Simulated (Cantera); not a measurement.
Input (Python, Cantera) and output of one run.

```python
import numpy as np
import cantera as ct

gas_names = """
    Fe FeO Fe(OH)2 H HNO HNO2 HNO3 HO2 H2 H2O H2O2 N NH NH2 NH3 NH2OH NO NO2 NO3 N2 N2H2 N2H4 N2O O OH
    O2 O3
""".split()
cond_names = """
    Fe(a) Fe(c) Fe(d) Fe(L) FeO(s) FeO(L) Fe(OH)2(s) Fe(OH)3(s) Fe2O3(s) Fe3O4(s) H2O(s) H2O(L)
""".split()


def load(file, names, dense=False):
    # The tables refer to 1 bar. Condensed volumes are neglected.
    table = {s.name: s for s in ct.Species.list_from_file(file)}
    out = []
    for n in names:
        d = dict(table[n].input_data)
        d["thermo"] = dict(d["thermo"], **{"reference-pressure": 1e5})
        if dense:
            d["equation-of-state"] = {"model": "constant-volume", "density": "1e6 g/cm^3"}
        out.append(ct.Species.from_dict(d))
    return out


gas = ct.Solution(thermo="ideal-gas", species=load("nasa_gas.yaml", gas_names))
cond = {s.name: ct.Solution(thermo="fixed-stoichiometry", species=[s], name=s.name)
        for s in load("nasa_condensed.yaml", cond_names, dense=True)}
atoms = {
    'Fe2O3': {'Fe': 2, 'O': 3},
    'H2': {'H': 2},
    'N2': {'N': 2},
}
top_T = {'Fe2O3(s)': 1830, 'Fe3O4(s)': 1870}  # K; cautious upper limits of use, not melting points


def equilibrate(T, P, feed):
    n = {}
    for name, mol in feed.items():
        for a, k in atoms[name].items():
            n[a] = n.get(a, 0.0) + k * mol
    gas.TPX = T, P, n
    mass = sum(n.values()) * gas.mean_molecular_weight
    gas.equilibrate("TP")
    valid = [c for c in cond.values() if c.min_temp <= T <= top_T.get(c.name, c.max_temp)]
    mix = ct.Mixture([(gas, mass / gas.mean_molecular_weight)] + [(c, 0.0) for c in valid])
    mix.T, mix.P = T, P
    mix.equilibrate("TP", solver="vcs", rtol=1e-11, max_steps=5000)
    return mix


results = []
T = 2200  # K
P = 9700  # Pa
for m in [84, 110, 130, 160, 210, 260, 320, 400, 500, 630, 780, 980, 1200]:
    feed = {'Fe2O3': 1, 'H2': m, 'N2': 0.51}  # mol
    mix = equilibrate(T, P, feed)
    results.append((T, P, feed, dict(zip(mix.species_names, mix.species_moles))))
    x = sorted(zip(gas.X, gas.species_names), reverse=True)
    print(f"T = {T:g} K  P = {P:g} Pa  n(H2) = {m:g} mol  gas = {mix.phase_moles(0):.4g} mol")
    print("   x: " + "  ".join(f"{s} {v:.3e}" for v, s in x if v > 1e-06))
    print("   condensed (mol): " + ("  ".join(f"{mix.phase(i).name} {mix.phase_moles(i):.4g}"
          for i in range(1, mix.n_phases) if mix.phase_moles(i) > 1e-12) or "none"))
```

Result:

```
T = 2200 K  P = 9700 Pa  n(H2) = 84 mol  gas = 87.27 mol
   x: H2 9.196e-01  H2O 3.425e-02  Fe 2.289e-02  H 1.734e-02  N2 5.844e-03  OH 9.014e-05  FeO 2.627e-05  Fe(OH)2 1.882e-06  O 1.185e-06
   condensed (mol): none
T = 2200 K  P = 9700 Pa  n(H2) = 110 mol  gas = 113.5 mol
   x: H2 9.340e-01  H2O 2.634e-02  Fe 1.760e-02  H 1.748e-02  N2 4.493e-03  OH 6.879e-05  FeO 1.530e-05
   condensed (mol): none
T = 2200 K  P = 9700 Pa  n(H2) = 130 mol  gas = 133.7 mol
   x: H2 9.413e-01  H2O 2.237e-02  H 1.754e-02  Fe 1.495e-02  N2 3.815e-03  OH 5.818e-05  FeO 1.095e-05
   condensed (mol): none
T = 2200 K  P = 9700 Pa  n(H2) = 160 mol  gas = 164 mol
   x: H2 9.488e-01  H2O 1.824e-02  H 1.761e-02  Fe 1.219e-02  N2 3.110e-03  OH 4.726e-05  FeO 7.222e-06
   condensed (mol): none
T = 2200 K  P = 9700 Pa  n(H2) = 210 mol  gas = 214.4 mol
   x: H2 9.566e-01  H 1.769e-02  H2O 1.395e-02  Fe 9.324e-03  N2 2.379e-03  OH 3.599e-05  FeO 4.190e-06
   condensed (mol): none
T = 2200 K  P = 9700 Pa  n(H2) = 260 mol  gas = 264.9 mol
   x: H2 9.615e-01  H 1.773e-02  H2O 1.129e-02  Fe 7.548e-03  N2 1.925e-03  OH 2.907e-05  FeO 2.732e-06
   condensed (mol): none
T = 2200 K  P = 9700 Pa  n(H2) = 320 mol  gas = 325.4 mol
   x: H2 9.653e-01  H 1.777e-02  H2O 9.193e-03  Fe 6.144e-03  N2 1.567e-03  OH 2.361e-05  FeO 1.803e-06
   condensed (mol): none
T = 2200 K  P = 9700 Pa  n(H2) = 400 mol  gas = 406.1 mol
   x: H2 9.686e-01  H 1.780e-02  H2O 7.366e-03  Fe 4.923e-03  N2 1.256e-03  OH 1.889e-05  FeO 1.154e-06
   condensed (mol): none
T = 2200 K  P = 9700 Pa  n(H2) = 500 mol  gas = 507 mol
   x: H2 9.713e-01  H 1.782e-02  H2O 5.901e-03  Fe 3.944e-03  N2 1.006e-03  OH 1.511e-05
   condensed (mol): none
T = 2200 K  P = 9700 Pa  n(H2) = 630 mol  gas = 638.2 mol
   x: H2 9.735e-01  H 1.784e-02  H2O 4.688e-03  Fe 3.133e-03  N2 7.991e-04  OH 1.199e-05
   condensed (mol): none
T = 2200 K  P = 9700 Pa  n(H2) = 780 mol  gas = 789.6 mol
   x: H2 9.752e-01  H 1.786e-02  H2O 3.789e-03  Fe 2.533e-03  N2 6.459e-04  OH 9.684e-06
   condensed (mol): none
T = 2200 K  P = 9700 Pa  n(H2) = 980 mol  gas = 991.4 mol
   x: H2 9.766e-01  H 1.787e-02  H2O 3.018e-03  Fe 2.017e-03  N2 5.144e-04  OH 7.707e-06
   condensed (mol): none
T = 2200 K  P = 9700 Pa  n(H2) = 1200 mol  gas = 1213 mol
   x: H2 9.776e-01  H 1.788e-02  H2O 2.466e-03  Fe 1.648e-03  N2 4.203e-04  OH 6.294e-06
   condensed (mol): none
```

Cantera equilibrium calculation (NASA polynomials, part measured and part estimated; ideal gas, pure solids and liquids).
